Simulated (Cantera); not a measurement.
Cantera with NASA thermochemical tables; ideal gases at 1 bar, condensed phases pure. Values are per mole of reaction as written; species without (g) are pure solids or liquids, kept so even where they would boil at 1 bar.

SrCl₂ + H₂(g) + O(g) → SrO + 2 HCl(g), with ΔH° = -197.0 kJ and ΔS° = 22.6 J/K at 300 K.

**Question.** How far is the shortcut ΔG° ≈ ΔH°(300 K) − T·ΔS°(300 K) from the full temperature-dependent value at 2298, 2323, 2348, 2373, 2398, 2423, 2448, 2473, 2498, 2523 K?

**Answer.** 
| T (K) | shortcut (kJ) | full (kJ) | difference (kJ) | difference in log10 K | condensed phases |
|---|---|---|---|---|---|
| 2298 | -249.0 | -152.4 | -96.7 | 2.20 | SrCl₂(l), SrO(s) |
| 2323 | -249.6 | -151.0 | -98.6 | 2.22 | SrCl₂(l), SrO(s) |
| 2348 | -250.2 | -149.7 | -100.5 | 2.24 | SrCl₂(l), SrO(s) |
| 2373 | -250.7 | -148.3 | -102.5 | 2.26 | SrCl₂(l), SrO(s) |
| 2398 | -251.3 | -146.9 | -104.4 | 2.27 | SrCl₂(l), SrO(s) |
| 2423 | -251.9 | -145.5 | -106.3 | 2.29 | SrCl₂(l), SrO(s) |
| 2448 | -252.4 | -144.1 | -108.3 | 2.31 | SrCl₂(l), SrO(s) |
| 2473 | -253.0 | -142.7 | -110.3 | 2.33 | SrCl₂(l), SrO(s) |
| 2498 | -253.6 | -141.3 | -112.2 | 2.35 | SrCl₂(l), SrO(s) |
| 2523 | -254.1 | -139.9 | -114.2 | 2.36 | SrCl₂(l), SrO(s) |
The shortcut ignores heat capacities and the phase changes listed.
